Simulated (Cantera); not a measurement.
Input: 1 mol AlN, 0.97 mol H2O, 65 mol N2, equilibrated at 2.40 Pa.

Cantera equilibrium calculation (NASA polynomials, part measured and part estimated; ideal gas, pure solids and liquids). Candidate condensed phases: Al, AlN, Al2O3, H2O; 35 gas species. Kinetics and transport are ignored. All values below are at 1627 °C.

Base state: N2 0.973, H 0.0140, H2 0.00743, Al 0.00476, Al2O 0.000365, AlO 2.17e-5 (mole fractions); condensed: Al2O3(s).

Problem. What changes in the equilibrium state with this change: H2O from 0.97 to 0.34 mol?

Solution. 
```json
[
 {"species": "N2", "before": "0.973", "after": "0.980"},
 {"species": "Al", "before": "0.00476", "after": "0.0102"},
 {"species": "H", "before": "0.0140", "after": "0.00672"},
 {"species": "H2", "before": "0.00743", "after": "0.00172"},
 {"species": "Al2O", "before": "0.000365", "after": "0.00101"},
 {"species": "AlO", "before": "2.17e-5", "after": "2.80e-5"},
 {"species": "Al2O3(s), mol", "before": "0.314", "after": "0.0901"}
]
```

Problem. What changes in the equilibrium state with this change: H2O from 0.97 to 8.6 mol?

Solution. 
| species | before | after |
|---|---|---|
| N2 | 0.973 | 0.860 |
| H2O | 7.23e-6 | 0.0712 |
| H | 0.0140 | 0.0260 |
| H2 | 0.00743 | 0.0258 |
| AlO | 2.17e-5 | 4.08e-7 |
| O2 | <1e-9 | 0.00538 |
| Al2O | 0.000365 | <1e-9 |
| Al | 0.00476 | 3.16e-8 |
| OH | 1.12e-6 | 0.00590 |
| O | 1.58e-6 | 0.00447 |
| Al2O3(s), mol | 0.314 | 0.500 |
